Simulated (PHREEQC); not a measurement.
Dissolve 0.21 mol/kgw CuSO4 and 0.0001 mol/kgw HBF4 at 25 °C. Closed to the air; pH follows from the charge balance.

Computed with PHREEQC (ion-association model, phreeqc.dat).

This is a speciation only: nothing precipitates in the calculation.

**Question.** Predict the pH.

**Answer.** pH 4.02.

**Question.** In which forms is F present?

**Answer.** F- 66 %, CuF+ 28 %, HF 5.6 % of the F.

Real BF4- forms and hydrolyses slowly; the run takes it at equilibrium.
